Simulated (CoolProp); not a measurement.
Properties of R1234yf along the isobar 9.92 MPa (Tc = 367.8 K, pc = 3.384 MPa, ω = 0.276).

The numbers come from the reference Helmholtz-energy equation of state, Lemmon 2022 in CoolProp.

```
T (K)   phase  expansivity (1/kK)  Prandtl number
-----  ------  ------------------  --------------
193.3  liquid               1.679            7.94
198.9  liquid               1.697            7.31
204.5  liquid               1.717            6.79
210.1  liquid               1.740            6.34
215.7  liquid               1.765            5.96
221.3  liquid               1.792            5.63
226.9  liquid               1.821            5.34
232.6  liquid               1.854            5.08
238.2  liquid               1.890            4.85
243.8  liquid               1.928            4.64
249.4  liquid               1.969            4.46
255    liquid               2.014            4.29
260.6  liquid               2.061            4.14
```

Viscosity comes from a separate model (Bell 2016), an estimate that may be off by 10 % or more. Thermal conductivity comes from a separate model (Perkins 2011).
